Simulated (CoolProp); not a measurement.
Saturation properties of methanol.

Values from CoolProp's reference Helmholtz-energy equation of state, de Reuck 1993.

| T (°C) | p (kPa) | liquid density (kg/m³) | liquid viscosity (µPa s) |
|---|---|---|---|
| 71.35 | 132.0 | 741.5 | 302 |
| 87.85 | 237.9 | 724.3 | 252 |
| 104.25 | 403.7 | 706.1 | 213 |
| 120.75 | 654.4 | 686.4 | 182 |
| 137.25 | 1017 | 664.7 | 155 |
| 153.65 | 1519 | 640.6 | 133 |
| 170.15 | 2205 | 613.0 | 113 |
| 186.65 | 3109 | 580.6 | 95.7 |

It boils at 64.5 °C under 1 atm.

Viscosity comes from a separate model (Xiang 2006).
